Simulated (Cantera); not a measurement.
A freely propagating, adiabatic, planar premixed flame of 14.1 % CH4, 0.424 % CO, 21.9 % O2, 63.6 % N2, unburnt at 325 K and 1.00 bar; mixture-averaged transport, grid criteria slope 0.08 and curve 0.16, no radiation.

Model: GRI-Mech 3.0 (53 species, 325 reactions), integrated in Cantera. Burning velocities carry a grid error of a few per cent, more on coarse grids.

Question: Predict: laminar burning velocity; thermal thickness; peak x(H); peak x(H2O2).

Answer: 
| Quantity | Result |
|---|---|
| laminar burning velocity | 53.0 cm/s |
| thermal thickness | 0.369 mm |
| peak x(H) | 0.0108 |
| peak x(H2O2) | 1.89e-5 |
